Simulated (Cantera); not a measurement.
Charge: 1 mol SiCl4, a varied amount of NH3, 20 mol H2, held at 0.180 bar.

These are equilibrium values from Cantera (NASA tables, ideal gas, pure condensed phases), not measurements of a reactor. Candidate condensed phases: NH4Cl, Si, Si3N4; 28 gas species. Mutual solubility and eutectic melting of coexisting phases are not modelled. The tables' values for SiCl3 are old estimates. The numbers say what is thermodynamically allowed, not how fast it happens.

Problem. What condenses at these points (T in K, n(NH3) in mol): (900, 0.36); (2100, 14); (750, 1.6); (1800, 6.9); (1200, 6.9); (1500, 0.17)?

Solution. 
```tsv
T (K)	n(NH3) in mol	condensed phases	Si condensed (%)
900	0.36	Si3N4	27.0
2100	14	Si	43.5
750	1.6	Si3N4	83.0
1800	6.9	Si3N4	41.6
1200	6.9	Si3N4	99.4
1500	0.17	Si + Si3N4	12.8
```
